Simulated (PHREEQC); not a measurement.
4.8 g of hydrous ferric oxide (600 m²/g; 0.2 weak and 0.005 strong sites per Fe, Dzombak-Morel constants, diffuse double layer) in 1 kg of water with 0.1 mol/kgw of an inert sodium salt, at 25 °C; the pH is set by adding NaOH or the inert anion's acid. Oxygen is held at 0.21 atm. The system is closed to CO2. No solid was allowed to form.

Base run: PHREEQC, ion-association model, wateq4f.dat. Each further column changes one thing. The table gives surface charge σ (C/m²).

```json
[
 {"pH": "4", "base": "0.322", "background salt from 0.1 to 0.01 mol/kgw": "0.231", "oxide from 4.8 to 24 g/kgw": "0.328", "0.0019 mol/kgw NiCl2 added": "0.324"},
 {"pH": "4.67", "base": "0.255", "background salt from 0.1 to 0.01 mol/kgw": "0.152", "oxide from 4.8 to 24 g/kgw": "0.262", "0.0019 mol/kgw NiCl2 added": "0.258"},
 {"pH": "5.33", "base": "0.178", "background salt from 0.1 to 0.01 mol/kgw": "0.092", "oxide from 4.8 to 24 g/kgw": "0.183", "0.0019 mol/kgw NiCl2 added": "0.182"},
 {"pH": "6", "base": "0.112", "background salt from 0.1 to 0.01 mol/kgw": "0.051", "oxide from 4.8 to 24 g/kgw": "0.114", "0.0019 mol/kgw NiCl2 added": "0.118"},
 {"pH": "6.67", "base": "0.063", "background salt from 0.1 to 0.01 mol/kgw": "0.026", "oxide from 4.8 to 24 g/kgw": "0.064", "0.0019 mol/kgw NiCl2 added": "0.077"},
 {"pH": "7.33", "base": "0.030", "background salt from 0.1 to 0.01 mol/kgw": "0.011", "oxide from 4.8 to 24 g/kgw": "0.030", "0.0019 mol/kgw NiCl2 added": "0.045"},
 {"pH": "8.67", "base": "-0.020", "background salt from 0.1 to 0.01 mol/kgw": "-0.008", "oxide from 4.8 to 24 g/kgw": "-0.021", "0.0019 mol/kgw NiCl2 added": "-0.007"},
 {"pH": "9.33", "base": "-0.051", "background salt from 0.1 to 0.01 mol/kgw": "-0.020", "oxide from 4.8 to 24 g/kgw": "-0.051", "0.0019 mol/kgw NiCl2 added": "-0.032"},
 {"pH": "10", "base": "-0.094", "background salt from 0.1 to 0.01 mol/kgw": "-0.041", "oxide from 4.8 to 24 g/kgw": "-0.096", "0.0019 mol/kgw NiCl2 added": "-0.067"},
 {"pH": "10.67", "base": "-0.155", "background salt from 0.1 to 0.01 mol/kgw": "-0.078", "oxide from 4.8 to 24 g/kgw": "-0.159", "0.0019 mol/kgw NiCl2 added": "-0.115"},
 {"pH": "11.33", "base": "-0.231", "background salt from 0.1 to 0.01 mol/kgw": "-0.137", "oxide from 4.8 to 24 g/kgw": "-0.237", "0.0019 mol/kgw NiCl2 added": "-0.169"},
 {"pH": "12", "base": "-0.308", "background salt from 0.1 to 0.01 mol/kgw": "-0.236", "oxide from 4.8 to 24 g/kgw": "-0.314", "0.0019 mol/kgw NiCl2 added": "-0.216"}
]
```

 In at least one series the solution becomes supersaturated in solids that the run did not let form, among them Ni(OH)2.
